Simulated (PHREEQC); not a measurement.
**Brine: speciation**

Consider water at 25 °C with 140 mmol/kgw NaCl. Closed to the air; pH follows from the charge balance.

Computed with PHREEQC (Pitzer model, pitzer.dat).

Precipitation was switched off in this run.

Predict the specific conductance, density, osmotic coefficient.

specific conductance 14400 µS/cm; density 1.003 g/cm³; osmotic coefficient 0.928.
